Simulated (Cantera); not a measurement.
Input (Python, Cantera) and output of one run.

```python
import numpy as np
import cantera as ct

gas_names = """
    CL CL2 H HCL H2 N NH NH2 NH3 N2 N2H2 N2H4 Si SiCL SiCL2 SiCL3 SiCL4 SiH SiHCL3 SiH2 SiH2CL2 SiH3
    SiH3CL SiH4 SiN Si2 Si2N Si3
""".split()
cond_names = """
    NH4CL(a) NH4CL(b) Si(cr) Si(L) Si3N4(a)
""".split()


# ... load() reads the species with a 1 bar reference pressure and builds the phases ...
atoms = {
    'SiHCl3': {'Si': 1, 'H': 1, 'CL': 3},
    'Cl2': {'CL': 2},
    'N2': {'N': 2},
}
top_T = {'Si3N4(a)': 2400}  # K; cautious upper limits of use, not melting points


# ... equilibrate(T, P, feed) seeds the gas with the atoms and calls Mixture.equilibrate('TP', solver="vcs", rtol=1e-11, max_steps=5000) ...
results = []
feed = {'SiHCl3': 1, 'Cl2': 0.011, 'N2': 55}  # mol
T = 800  # K
P = 100  # Pa
mix = equilibrate(T, P, feed)
results.append((T, P, feed, dict(zip(mix.species_names, mix.species_moles))))
print(gas.report(threshold=0.0001))
for i in range(1, mix.n_phases):
    print(f"{mix.phase(i).name:16s} {mix.phase_moles(i):12.5e} mol")
```

Output:

```
       temperature   800 K
          pressure   100 Pa
           density   0.00044296 kg/m^3
  mean mol. weight   29.463 kg/kmol
   phase of matter   gas

                          1 kg             1 kmol
                     ---------------   ---------------
          enthalpy        2.5958e+05        7.6481e+06  J
   internal energy             33821         9.965e+05  J
           entropy            9552.8        2.8146e+05  J/K
    Gibbs function       -7.3827e+06       -2.1752e+08  J
 heat capacity c_p            1089.5             32101  J/K
 heat capacity c_v            807.34             23787  J/K

                      mass frac. Y      mole frac. X     chem. pot. / RT
                     ---------------   ---------------   ---------------
               HCL           0.02006          0.016211           -48.653
                H2        5.4465e-05        0.00079599           -31.024
                N2            0.9257           0.97359           -31.255
             SiCL4          0.054184         0.0093973           -155.22
     [  +24 minor]         3.399e-06        7.4225e-07

Si(cr)            0.00000e+00 mol
Si3N4(a)          1.57376e-01 mol
```

Cantera equilibrium calculation (NASA polynomials, part measured and part estimated; ideal gas, pure solids and liquids). N2 is the only nitrogen source here; it is nearly inert below about 1500 K, so the nitride shown seldom forms there in practice.
